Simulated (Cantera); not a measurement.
Equilibrium for aluminium and copper etching: Al + HCl

Feed: 1 mol Al, 6.7 mol HCl, equilibrated at 8.40 Pa.

Method: chemical equilibrium by Gibbs-energy minimisation in Cantera with the NASA 1993 tables (ideal gas, pure condensed phases). Candidate condensed phases: Al, AlCl3; 12 gas species. The tables' values for AlCl2 are old estimates; treat these amounts as uncertain. Equilibrium is a limit: real reactors are often held back by kinetics, nucleation or transport.

```tsv
T (K)	x HCl	x H2	x AlCl3	x AlCl2	x Al2Cl6
625	0.597	0.242	0.159	2.52e-12	0.00111
675	0.597	0.242	0.161	5.04e-11	0.000202
725	0.597	0.242	0.161	6.57e-10	4.64e-5
775	0.597	0.242	0.161	6.11e-9	1.30e-5
825	0.597	0.242	0.161	4.32e-8	4.26e-6
875	0.597	0.242	0.161	2.44e-7	1.60e-6
925	0.597	0.242	0.161	1.14e-6	6.72e-7
975	0.597	0.242	0.161	4.51e-6	3.10e-7
1025	0.597	0.242	0.161	1.56e-5	1.55e-7
1075	0.597	0.242	0.161	4.80e-5	8.31e-8
1125	0.597	0.242	0.161	0.000133	4.72e-8
1175	0.597	0.242	0.161	0.000338	2.82e-8
1225	0.597	0.241	0.160	0.000792	1.76e-8
1275	0.598	0.240	0.159	0.00172	1.13e-8
```
x: gas mole fraction; nothing condenses.

From 625 K to 1275 K nothing is condensed. The main Al-bearing gas is AlCl3 throughout.
